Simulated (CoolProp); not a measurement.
Vapour-liquid equilibrium of R22 (1) + R115 (2) at 233.5 K; x and y are mole fractions of (1).

Values from CoolProp's multi-fluid Helmholtz-energy mixture model, Kamei 1995 and Lemmon 2016; pair parameters Bell 2016.

```csv
x,"bubble pressure, mixture model (MPa)","bubble pressure, Raoult's law (MPa)","y, mixture model","y, Raoult's law"
0.05,___,0.09976,0.129,0.054
0.15,___,0.1005,0.270,0.160
0.25,0.1262,0.1013,0.348,0.264
0.35,0.1288,0.1020,0.406,0.367
0.45,___,0.1028,0.459,0.468
0.55,0.1293,0.1035,0.516,0.568
0.65,0.1274,0.1043,0.583,0.667
0.75,___,0.1051,0.668,0.764
0.85,0.1182,0.1058,___,0.859
0.95,0.1110,0.1066,0.917,0.953
```

Task: Some entries are withheld; supply them.

Result: 
- 0.05, bubble pressure, mixture model (MPa): 0.1094
- 0.15, bubble pressure, mixture model (MPa): 0.1207
- 0.45, bubble pressure, mixture model (MPa): 0.1297
- 0.75, bubble pressure, mixture model (MPa): 0.1237
- 0.85, y, mixture model: 0.777

The largest gap from Raoult's law is +26.3 % in bubble pressure, at x = 0.35. y crosses x between x = 0.45 and 0.55: the model has an azeotrope there.

Pair parameters are fitted to limited data, so mixtures are less certain than the pure fluids.
